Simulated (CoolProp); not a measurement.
Vapour-liquid equilibrium of benzene (1) + n-nonane (2) at 0.0801 MPa; x and y are mole fractions of (1).

Values from CoolProp's multi-fluid Helmholtz-energy mixture model, Thol 2012 and Lemmon 2006; pair parameters Bell 2016.

Problem. Give the bubble temperature and the first vapour's composition at x = 0.5, 0.575, 0.95. Is there an azeotrope?

Solution. x = 0.5: 87.6 °C, y = 0.899; x = 0.575: 84.9 °C, y = 0.919; x = 0.95: 73.9 °C, y = 0.991. No azeotrope shows between x = 0.05 and 0.95.

The pair parameters rest on a limited set of measurements; away from them the model extrapolates.
